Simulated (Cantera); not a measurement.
An isothermal, constant-pressure homogeneous reactor starts with CH4 : H2 = 1 : 8.7 (molar parts), at 1900 K and 3.60 Torr. Integrator tolerance rtol = 1e-08.

Model: GRI-Mech 3.0 (53 species, 325 reactions), integrated in Cantera. GRI-Mech 3.0 stops at C3 and has no aromatics, soot or wall deposition, so with more carbon than oxygen in the feed, carbon stays in small species such as C2H2 where larger ones or solid carbon would form. Radical loss at walls, strong at low pressure, is not modelled.

**Question.** What does this change do: temperature 1900 to 1100 K?

**Answer.** 
```tsv
quantity	before	after
x(CH4) at 60.0 s	2.70e-5 (gas-phase equilibrium 2.71e-5)	0.103 (gas-phase equilibrium 0.0892)
x(H2) at 60.0 s	0.942 (gas-phase equilibrium 0.942)	0.897 (gas-phase equilibrium 0.904)
x(C2H2) at 60.0 s	0.0464 (gas-phase equilibrium 0.0464)	3.38e-11 (gas-phase equilibrium 0.00495)
x(CH3) at 60.0 s	6.41e-6 (gas-phase equilibrium 6.41e-6)	2.29e-7 (gas-phase equilibrium 6.44e-7)
x(C2H6) at 60.0 s	9.02e-12 (gas-phase equilibrium 9.04e-12)	5.14e-8 (gas-phase equilibrium 3.46e-6)
```
